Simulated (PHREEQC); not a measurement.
Dissolve 0.2 mol KOH, 0.0002 mol KNO3 and 0.0026 mol CuSO4 per kg of water at 25 °C. Closed to the air; pH follows from the charge balance.

The numbers come from PHREEQC with the ion-association model, wateq4f.dat.

```yaml
pH: 13.13
ionic_strength: 0.203 mol/kgw
activity_of_water: 0.993
total_alkalinity: 200 meq/kg
```

```json
[
 {"species": "K+", "molality": "0.200", "activity": "0.142", "log γ": "-0.148"},
 {"species": "OH-", "molality": "0.191", "activity": "0.134", "log γ": "-0.151"},
 {"species": "Cu(OH)4-2", "molality": "0.00201", "activity": "0.000623", "log γ": "-0.510"},
 {"species": "SO4-2", "molality": "0.00187", "activity": "0.000544", "log γ": "-0.537"},
 {"species": "KSO4-", "molality": "0.000727", "activity": "0.000542", "log γ": "-0.128"},
 {"species": "Cu(OH)3-", "molality": "0.000312", "activity": "0.000233", "log γ": "-0.127"},
 {"species": "Cu(OH)2", "molality": "0.000274", "activity": "0.000287", "log γ": "0.020"},
 {"species": "NO3-", "molality": "0.000200", "activity": "0.000139", "log γ": "-0.159"}
]
```

This is a speciation only: nothing precipitates in the calculation. Saturation is exceeded, for instance for Cu(OH)2, Tenorite (slow to form); the values hold only as long as no solid forms. The database's constant for dissolved Cu(OH)2 is higher than later reviews accept.
